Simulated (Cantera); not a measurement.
An isothermal, constant-pressure homogeneous reactor starts with 43.5 % NO, 56.5 % N2, at 2000 K and 13300 Pa.

Computed with Cantera and GRI-Mech 3.0 (53 species, 325 reactions).

x: mole fraction; the columns are a selection and need not sum to one.

```
t (s)       x NO       x O       x NO2   x N2    x N2O      x O2
--------  ------  --------  ----------  -----  -------  --------
1.00e-5    0.435   2.92e-7    9.58e-10  0.565  2.92e-7  1.29e-10
2.62e-5    0.435   7.62e-7  (withheld)  0.565  7.62e-7  8.79e-10
6.84e-5    0.435   1.98e-6  (withheld)  0.565  1.98e-6   6.00e-9
0.000179   0.435   5.12e-6  (withheld)  0.565  5.08e-6   4.08e-8
0.000468   0.435   1.32e-5  (withheld)  0.565  1.27e-5   2.82e-7
0.00122    0.435   3.46e-5  (withheld)  0.565  2.94e-5   2.15e-6
0.00320    0.435   9.16e-5  (withheld)  0.565  5.72e-5   2.03e-5
0.00837    0.434  0.000168  (withheld)  0.565  7.92e-5  0.000172
0.0219     0.433  0.000187  (withheld)  0.566  8.18e-5  0.000753
0.0572     0.430  0.000201  (withheld)  0.568  8.02e-5   0.00232
0.150      0.421  0.000235  (withheld)  0.572  7.61e-5   0.00652
0.391      0.399  0.000306  (withheld)  0.583  6.62e-5    0.0179
1.02       0.339  0.000438    0.000103  0.613  4.56e-5    0.0476
2.68       0.211  0.000632     9.66e-5  0.677  1.65e-5     0.112
7.00      0.0638  0.000797  (withheld)  0.750  1.55e-6     0.185
```

Problem. Some entries are withheld; supply them.

Solution. 
- 2.62e-5, x NO2: 6.46e-9
- 6.84e-5, x NO2: 4.28e-8
- 0.000179, x NO2: 2.69e-7
- 0.000468, x NO2: 1.51e-6
- 0.00122, x NO2: 6.87e-6
- 0.00320, x NO2: 2.27e-5
- 0.00837, x NO2: 4.23e-5
- 0.0219, x NO2: 4.71e-5
- 0.0572, x NO2: 5.15e-5
- 0.150, x NO2: 6.13e-5
- 0.391, x NO2: 8.01e-5
- 7.00, x NO2: 3.76e-5
